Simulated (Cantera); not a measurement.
**Thermodynamics of fluorocarbon and chlorocarbon gases, feed CF₄ + H₂**

A closed system holds: 1 mol CF₄, 0.039 mol H₂, at 5.00 mbar.

Equilibrium computed with Cantera from the NASA thermochemical tables; the gas is ideal and each condensed phase is pure. Candidate condensed phases: C, C₆H₆, C₇H₈, C₈H₁₈; 110 gas species. Ions and electrons are included (thermal ionisation). Kinetics and transport are ignored.

```
T (°C)  log p F  log p C  log p CF  log p C₃  log p HF  log p CF₂  log p H  log p C₂
------  -------  -------  --------  --------  --------  ---------  -------  --------
2727      -2.38    -4.36     -3.39     -3.70     -4.04      -4.05    -5.47     -4.63
2977      -2.38    -3.77     -3.54     -3.73     -4.14      -4.90    -4.78     -4.27
3227      -2.39    -3.35     -3.76     -3.99     -4.40      -5.73    -4.35     -4.12
3477      -2.40    -3.12     -4.10     -4.63     -4.85      -6.60    -4.18     -4.27
3727      -2.40    -3.04     -4.52     -5.57     -5.33      -7.48    -4.14     -4.65
3977      -2.40    -3.02     -4.93     -6.54     -5.78      -8.30    -4.12     -5.08
4227      -2.40    -3.01     -5.30     -7.44     -6.18      -9.03    -4.12     -5.49
4477      -2.40    -3.01     -5.65     -8.25     -6.55      -9.69    -4.12     -5.86
4727      -2.40    -3.01     -5.96     -8.99     -6.88     -10.29    -4.12     -6.19
```
log p: log10 of the partial pressure in bar; nothing condenses.

From 2727 °C to 4727 °C nothing is condensed. The main C-bearing gas is C₃ at 2727 °C and C at 4727 °C.
